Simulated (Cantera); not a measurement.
A Cantera script and its output.

```python
import numpy as np
import cantera as ct

surf = ct.Interface("ptcombust.yaml", "Pt_surf")
gas = surf.adjacent["gas"]
gas.TPX = 450, 100000, {'H2': 0.0025, 'O2': 0.097, 'N2': 0.79, 'H2O': 0.045}
surf.TP = 450, 100000
reactor = ct.FlowReactor(gas, clone=False)
reactor.area = 0.0001  # m2
reactor.surface_area_to_volume_ratio = 160  # 1/m
reactor.mass_flow_rate = 0.83 * reactor.area * gas.density  # inlet velocity 0.83 m/s
reactor.energy_enabled = False
wall = ct.ReactorSurface(surf, reactor, clone=False)
net = ct.ReactorNet([reactor])
net.rtol, net.atol = 1e-8, 1e-16
show, cover = ['H2', 'O2', 'H2O'], ['PT(S)', 'H(S)', 'O(S)', 'OH(S)', 'CO(S)', 'C(S)']

rows = []
print(f"{'z/m':>9s}{'u/(m/s)':>9s}" + "".join(f"{s:>13s}" for s in show + cover))
for z in [0.0004, 0.00077, 0.0015, 0.0029, 0.0056, 0.011, 0.021, 0.04]:
    net.advance(z)
    rows.append([reactor.speed, *gas[show].X, *surf[cover].coverages])
    print(f"{z:9.4g}{rows[-1][0]:9.3g}" + "".join(f"{x:13.4e}" for x in rows[-1][1:]))
```

Output:

```
      z/m  u/(m/s)           H2           O2          H2O        PT(S)         H(S)         O(S)        OH(S)        CO(S)         C(S)
   0.0004     0.83   2.5013e-03   1.0372e-01   4.8332e-02   3.2996e-02   1.0243e-08   8.6787e-01   9.8100e-02  -1.0005e-24   1.2432e-28
  0.00077     0.83   2.3593e-03   1.0366e-01   4.8478e-02   3.1142e-02   9.0824e-09   8.7224e-01   9.5636e-02   2.2186e-24  -2.7792e-28
   0.0015     0.83   2.1215e-03   1.0355e-01   4.8722e-02   2.8032e-02   7.3010e-09   8.7981e-01   9.1274e-02   1.0531e-24  -1.3533e-28
   0.0029     0.83   1.7773e-03   1.0340e-01   4.9075e-02   2.3519e-02   5.0801e-09   8.9139e-01   8.4350e-02  -2.2996e-22  -2.9209e-27
   0.0056    0.829   1.3531e-03   1.0321e-01   4.9510e-02   1.7938e-02   2.9119e-09   9.0697e-01   7.4520e-02  -6.2523e-23  -8.0101e-28
    0.011    0.829   9.1515e-04   1.0301e-01   4.9959e-02   1.2156e-02   1.3162e-09   9.2531e-01   6.2145e-02  -1.4226e-22  -1.8272e-27
    0.021    0.829   5.7176e-04   1.0285e-01   5.0311e-02   7.6059e-03   5.0904e-10   9.4242e-01   4.9726e-02  -6.0983e-25  -6.2750e-30
     0.04    0.829   3.3357e-04   1.0275e-01   5.0555e-02   4.4420e-03   1.7240e-10   9.5706e-01   3.8357e-02   2.1806e-24   2.8547e-29
```

Computed with Cantera and Deutschmann's 1995 Pt surface mechanism with GRI-Mech 3.0 gas chemistry. Catalytic surfaces can have several steady states; this one follows from the mechanism file's or the stated starting coverage. Mass transfer to the wall is taken as infinitely fast.
